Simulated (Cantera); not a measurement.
A perfectly stirred reactor is fed with CH₃OH : O₂ : N₂ = 0.021 : 0.026 : 1 (molar parts), at 1000000 Pa; it is held at 1450 K, and followed from long to short residence time.

Model: GRI-Mech 3.0 (53 species, 325 reactions), integrated in Cantera. GRI-Mech 3.0 was tuned for natural gas; its chemistry of methanol as a main component is partial and can be far from experiment. The temperature is held fixed by assumption; the heat of reaction is taken as removed at once.

One state of this run: x CH₃OH = 9.98e-6; x O₂ = 0.000293; x CO = 0.00603; x H = 0.000145; x HO₂ = 1.09e-6. x: mole fraction; the columns are a selection and need not sum to one.

Q: Which value of τ (s) does it belong to?
A. 0.31
B. 0.77
C. 0.052
D. 0.0086

A: D, 0.0086
